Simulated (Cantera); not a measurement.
An isothermal, constant-pressure homogeneous reactor starts with CH4 : CO2 = 1 : 3.8 (molar parts), at 1475 K and 1.00 atm. Integrator tolerance rtol = 1e-08.

Computed with Cantera and GRI-Mech 3.0 (53 species, 325 reactions).

What does this change do: pressure from 1.00 atm to 1.28 atm?


```
quantity                                              before                                      after
-----------------  -----------------------------------------  -----------------------------------------
x(CH4) at 50.0 s     0.00470 (gas-phase equilibrium 3.40e-8)    0.00438 (gas-phase equilibrium 5.59e-8)
x(CO2) at 50.0 s         0.258 (gas-phase equilibrium 0.245)        0.256 (gas-phase equilibrium 0.245)
x(C2H4) at 50.0 s     9.25e-5 (gas-phase equilibrium <1e-12)     8.60e-5 (gas-phase equilibrium <1e-12)
x(HO2) at 50.0 s       <1e-12 (gas-phase equilibrium <1e-12)      <1e-12 (gas-phase equilibrium <1e-12)
x(CH2O) at 50.0 s    1.40e-7 (gas-phase equilibrium 2.63e-8)    1.25e-7 (gas-phase equilibrium 3.37e-8)
x(O) at 50.0 s     4.31e-12 (gas-phase equilibrium 5.09e-12)  3.51e-12 (gas-phase equilibrium 3.97e-12)
x(C2H2) at 50.0 s     0.00208 (gas-phase equilibrium <1e-12)     0.00150 (gas-phase equilibrium <1e-12)
```

What does this change do: pressure from 1.00 atm to 0.276 atm?


| quantity | before | after |
|---|---|---|
| x(CH4) at 50.0 s | 0.00470 (gas-phase equilibrium 3.40e-8) | 0.00720 (gas-phase equilibrium 2.59e-9) |
| x(CO2) at 50.0 s | 0.258 (gas-phase equilibrium 0.245) | 0.277 (gas-phase equilibrium 0.245) |
| x(C2H4) at 50.0 s | 9.25e-5 (gas-phase equilibrium <1e-12) | 9.95e-5 (gas-phase equilibrium <1e-12) |
| x(HO2) at 50.0 s | <1e-12 (gas-phase equilibrium <1e-12) | <1e-12 (gas-phase equilibrium <1e-12) |
| x(CH2O) at 50.0 s | 1.40e-7 (gas-phase equilibrium 2.63e-8) | 3.83e-7 (gas-phase equilibrium 7.26e-9) |
| x(O) at 50.0 s | 4.31e-12 (gas-phase equilibrium 5.09e-12) | 1.06e-11 (gas-phase equilibrium 1.84e-11) |
| x(C2H2) at 50.0 s | 0.00208 (gas-phase equilibrium <1e-12) | 0.00845 (gas-phase equilibrium <1e-12) |
